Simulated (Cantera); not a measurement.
**Si + H2O + N2 (thermal oxidation and active oxidation of silicon)**

Feed: 1 mol Si, 0.03 mol H2O, 31 mol N2, held at 0.100 bar.

Method: chemical equilibrium by Gibbs-energy minimisation in Cantera with the NASA 1993 tables (ideal gas, pure condensed phases). Candidate condensed phases: H2O, Si, SiO2, Si2N2O, Si3N4; 35 gas species. N2 is the only nitrogen source here; it is nearly inert below about 1500 K, so the nitride shown seldom forms there in practice. Mutual solubility and eutectic melting of coexisting phases are not modelled. The tables' values for SiN are old estimates; treat these amounts as uncertain. Equilibrium is a limit: real reactors are often held back by kinetics, nucleation or transport.

```
T (K)   x N2      x H2     x SiO      x Si       x H    x Si2N  n Si2N2O(s)  n Si3N4(s)  n Si(l)
-----  -----  --------  --------  --------  --------  --------  -----------  ----------  -------
1473   0.999  0.000987   2.89e-7  2.32e-10   1.26e-6    <1e-12       0.0300       0.313        0
1523   0.999  0.000987   1.36e-6   1.48e-9   2.30e-6  6.88e-12       0.0300       0.313        0
1573   0.999  0.000986   5.77e-6   8.33e-9   4.04e-6  6.21e-11       0.0298       0.313        0
1623   0.999  0.000984   2.24e-5   4.22e-8   6.86e-6  4.88e-10       0.0293       0.314        0
1673   0.999  0.000982   7.99e-5   1.93e-7   1.13e-5   3.38e-9       0.0276       0.314        0
1723   0.999  0.000978  0.000264   8.11e-7   1.80e-5   2.09e-8       0.0220       0.316        0
1773   0.998  0.000973  0.000816   3.13e-6   2.81e-5   1.16e-7      0.00518       0.322        0
1823   0.998  0.000965  0.000986   1.12e-5   4.26e-5   5.84e-7            0       0.323        0
1873   0.998  0.000955  0.000986   3.75e-5   6.31e-5   2.69e-6            0       0.323        0
1923   0.998  0.000940  0.000986  0.000117   9.13e-5   1.14e-5            0       0.322        0
1973   0.998  0.000900  0.000965  0.000316  0.000128   3.73e-5            0           0    0.957
2023   0.997  0.000875  0.000965  0.000569  0.000178   5.70e-5            0           0    0.947
```
x: gas mole fraction; n: condensed amount in mol.

From 1473 K to 1773 K the condensed part is Si2N2O(s) + Si3N4(s). From 1823 K to 1923 K the condensed part is Si3N4(s). From 1973 K to 2023 K the condensed part is Si(l). The main Si-bearing gas is SiO throughout.
